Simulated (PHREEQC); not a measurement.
## Ultrapure water in contact with air or piping (model solution)

Model water analysis in mg/L, 20 °C, pH 5.84, pe 1.9:

```tsv
constituent	mg/L
Na	0.000987
K	0.0977
Ca	0.0395
Mg	0.0111
Cl	0.0467
S(6) as SO4	0.0536
Alkalinity as HCO3	0.188
Si as SiO2	5.58e-05
Br	0.0013
B	0.00108
Fe(2)	0.00121
```

Cl is adjusted to close the charge balance.
Valence states are taken as typed.

Equilibrium calculation in PHREEQC: ion-association model, wateq4f.dat.

Precipitation was switched off in this run.

Question: What ionic strength does the model give?

Answer: ionic strength 8.94e-6 mol/kgw.

Question: In which forms is C present?

Answer: CO2 78 %, HCO3- 22 % of the C.
